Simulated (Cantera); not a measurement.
Input: 1 mol Si₃N₄, 0.35 mol CO₂, 17 mol H₂, at 1677 °C.

Method: chemical equilibrium by Gibbs-energy minimisation in Cantera with the NASA 1993 tables (ideal gas, pure condensed phases). Candidate condensed phases: C, C₆H₆, C₇H₈, C₈H₁₈, H₂O, Si, SiC, SiO₂, Si₂N₂O, Si₃N₄; 151 gas species. Mutual solubility and eutectic melting of coexisting phases are not modelled. Gases not in the tables: Si₂H₆ and higher silanes. Equilibrium is a limit: real reactors are often held back by kinetics, nucleation or transport.

### Question
Which condensed phases are stable at each of these points (P (Pa)): 0.100, 2.50, 63, 1600, 40000, 1000000?

### Answer
```
P (Pa)                condensed phases  Si condensed (%)
-------  -----------------------------  ----------------
0.100                         gas only               0.0
2.50                          gas only               0.0
63                      Si(l) + SiC(s)              52.4
1600                    Si(l) + SiC(s)              80.1
40000       Si(l) + SiC(s) + Si₂N₂O(s)              89.0
1000000  SiC(s) + Si₂N₂O(s) + Si₃N₄(s)              99.9
```

From 0.100 Pa to 2.50 Pa nothing is condensed. From 63.0 Pa to 16.0 mbar the condensed part is Si(l) + SiC(s). At 0.400 bar the condensed part is Si(l) + SiC(s) + Si₂N₂O(s). At 10.0 bar the condensed part is SiC(s) + Si₂N₂O(s) + Si₃N₄(s).
